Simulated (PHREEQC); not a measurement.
A solution holds 0.0098 mol/kgw CsOH, 0.00017 mol/kgw K2SiO3 and 0.0084 mol/kgw Na2CO3, at 50 °C. Closed to the air; pH follows from the charge balance.

Model: ion-association model, wateq4f.dat, run in PHREEQC.

Precipitation was switched off in this run.

Problem. Predict the pH, ionic strength.

Solution. pH 11.21; ionic strength 0.0301 mol/kgw.

Problem. In which forms is Na present?

Solution. Na+ 85 %, NaCO3- 15 % of the Na.

Species that the database lacks are ignored. Away from 25 °C the constants follow the database's enthalpies or fits; those with neither stay at their 25 °C values.
